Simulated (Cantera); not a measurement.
Input (Python, Cantera):

```python
import numpy as np
import cantera as ct

gas = ct.Solution("gri30.yaml")
gas.TPX = 1723, 2666, {'NO': 1, 'N2': 3.3}
reactor = ct.IdealGasConstPressureReactor(gas, energy="off", clone=False)
net = ct.ReactorNet([reactor])
net.rtol, net.atol = 1e-08, 1e-18
show = ['NO', 'O2', 'O', 'NO2', 'N2', 'N2O']
times = np.geomspace(4e-05, 300, 13)

steps = ct.SolutionArray(gas, extra=["t"])
rows = []
print(f"{'t/s':>10s}{'T/K':>9s}{'P/Pa':>11s}" + "".join(f"{s:>11s}" for s in show))
for t in times:
    while net.time < t:
        t_next = net.step()
        steps.append(gas.state, t=t_next)
    rows.append([np.interp(t, steps.t, y) for y in (steps.T, steps.P, *steps(*show).X.T)])
    print(f"{t:10.3e}{rows[-1][0]:9.1f}{rows[-1][1]:11.4g}" + "".join(f"{x:11.3e}" for x in rows[-1][2:]))
rate = np.gradient(steps.T, steps.t)
print("integrator steps:", len(steps.t))
if steps.T.max() > steps.T[0] + 200:
    print(f"time of steepest temperature rise: {steps.t[rate.argmax()]:.4e} s")
gas.TPX = 1723, 2666, {'NO': 1, 'N2': 3.3}
gas.equilibrate("TP")
print(f"equilibrium (TP): T = {gas.T:.1f} K  " + "  ".join(f"{s} {gas[s].X[0]:.3e}" for s in show))
```

Result:

```
       t/s      T/K       P/Pa         NO         O2          O        NO2         N2        N2O
 4.000e-05   1723.0       2666  2.326e-01  2.602e-13  6.488e-09  3.050e-12  7.674e-01  6.489e-09
 1.496e-04   1723.0       2666  2.326e-01  3.639e-12  2.425e-08  4.260e-11  7.674e-01  2.426e-08
 5.596e-04   1723.0       2666  2.326e-01  5.078e-11  9.041e-08  5.916e-10  7.674e-01  9.061e-08
 2.093e-03   1723.0       2666  2.326e-01  7.027e-10  3.344e-07  8.029e-09  7.674e-01  3.369e-07
 7.830e-03   1723.0       2666  2.326e-01  9.793e-09  1.205e-06  1.026e-07  7.674e-01  1.233e-06
 2.929e-02   1723.0       2666  2.325e-01  1.545e-07  4.138e-06  1.056e-06  7.674e-01  4.248e-06
 1.095e-01   1723.0       2666  2.325e-01  3.861e-06  1.303e-05  5.910e-06  7.675e-01  1.189e-05
 4.097e-01   1723.0       2666  2.324e-01  5.368e-05  2.034e-05  9.695e-06  7.675e-01  1.933e-05
 1.533e+00   1723.0       2666  2.319e-01  2.781e-04  2.140e-05  1.033e-05  7.677e-01  1.990e-05
 5.733e+00   1723.0       2666  2.302e-01  1.126e-03  2.394e-05  1.208e-05  7.686e-01  1.950e-05
 2.144e+01   1723.0       2666  2.238e-01  4.350e-03  3.159e-05  1.709e-05  7.718e-01  1.813e-05
 8.020e+01   1723.0       2666  1.996e-01  1.640e-02  5.010e-05  2.692e-05  7.839e-01  1.390e-05
 3.000e+02   1723.0       2666  1.266e-01  5.292e-02  8.305e-05  3.046e-05  8.204e-01  5.249e-06
integrator steps: 716
equilibrium (TP): T = 1723.0 K  NO 2.487e-03  O2 1.150e-01  O 1.188e-04  NO2 8.903e-07  N2 8.824e-01  N2O 2.500e-08
```

Detailed kinetics in Cantera: GRI-Mech 3.0 (53 species, 325 reactions). Radical loss at walls, strong at low pressure, is not modelled.
